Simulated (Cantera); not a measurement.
# Low-pressure radical oxidation in H2/O2

A perfectly stirred reactor is fed with H2 : O2 = 0.14 : 1 (molar parts), equivalence ratio 0.070, at 0.0263 atm; it is held at 1125 K, and followed from long to short residence time.

Computed with Cantera and GRI-Mech 3.0 (53 species, 325 reactions). Radical loss at walls, strong at low pressure, is not modelled. The temperature is held fixed by assumption; the heat of reaction is taken as removed at once.

```tsv
τ (s)	x H2	x O2	x O	x HO2	x H	x OH	x H2O2
10	7.77e-5	0.869	0.000213	1.84e-6	9.04e-6	0.000359	1.80e-7
2.3	0.000197	0.868	0.000565	3.66e-6	3.94e-5	0.000589	2.73e-7
0.52	0.000491	0.867	0.00149	6.51e-6	0.000173	0.000980	3.84e-7
0.12	0.00118	0.865	0.00377	1.01e-5	0.000730	0.00164	4.99e-7
0.026	0.00286	0.858	0.00931	1.39e-5	0.00311	0.00280	6.05e-7
0.0058	0.00678	0.845	0.0196	1.62e-5	0.0110	0.00458	6.76e-7
0.0013	0.0164	0.830	0.0293	1.62e-5	0.0252	0.00671	7.51e-7
0.00029	0.0440	0.834	0.0245	1.40e-5	0.0286	0.00782	8.54e-7
```
x: mole fraction; the columns are a selection and need not sum to one.
